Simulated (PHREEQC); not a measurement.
Consider water at 85 °C with 0.0011 mol KOH and 0.06 mol CuSO4 per kg of water. Closed to the air; pH follows from the charge balance.

Model: ion-association model, phreeqc.dat, run in PHREEQC.

Precipitation was switched off in this run.

Problem. Predict the pH, density, ionic strength.

Solution. pH 4.27; density 0.978 g/cm³; ionic strength 0.128 mol/kgw.

Problem. In which forms is S present?

Solution. SO4-2 53 %, CuSO4 46 %, HSO4- 0.5 % of the S.

At this temperature some constants are extrapolated from 25 °C, and those without enthalpy data are left unchanged.
